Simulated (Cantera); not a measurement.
A closed system holds: 1 mol AlCl3, 0.83 mol HCl, 34 mol N2, 26 mol O2, at 1473.15 K.

Method: chemical equilibrium by Gibbs-energy minimisation in Cantera with the NASA 1993 tables (ideal gas, pure condensed phases). Candidate condensed phases: Al, AlCl3, AlN, Al2O3, H2O, NH4Cl; 45 gas species. The numbers say what is thermodynamically allowed, not how fast it happens.

x: gas mole fraction; n: condensed amount in mol.

| P (Pa) | x N2 | x O2 | x Cl | x Cl2 | x HCl | x NO | x H2O | n Al2O3(s) |
|---|---|---|---|---|---|---|---|---|
| 10 | 0.538 | 0.399 | 0.0481 | 9.78e-5 | 0.0124 | 0.00122 | 0.000340 | 0.500 |
| 37 | 0.538 | 0.400 | 0.0473 | ___ | 0.0128 | 0.00122 | ___ | 0.500 |
| 140 | 0.539 | 0.400 | 0.0454 | 0.00122 | 0.0129 | 0.00122 | 0.000111 | 0.500 |
| 520 | 0.540 | 0.401 | 0.0406 | 0.00363 | 0.0131 | 0.00122 | 7.30e-5 | 0.500 |
| 1900 | 0.543 | 0.403 | ___ | ___ | 0.0131 | 0.00123 | ___ | 0.500 |
| 7200 | 0.546 | 0.405 | 0.0211 | 0.0136 | 0.0132 | 0.00124 | 7.44e-5 | 0.500 |
| 27000 | 0.548 | 0.407 | 0.0125 | 0.0180 | 0.0132 | 0.00124 | 0.000109 | 0.500 |
| 100000 | 0.550 | 0.408 | 0.00702 | 0.0209 | 0.0131 | 0.00125 | 0.000178 | 0.500 |

Task: Some entries are withheld; supply them.

Result: 
- 1900, x Cl: 0.0318
- 1900, x Cl2: 0.00812
- 1900, x H2O: 6.33e-5
- 37, x Cl2: 0.000350
- 37, x H2O: 0.000192
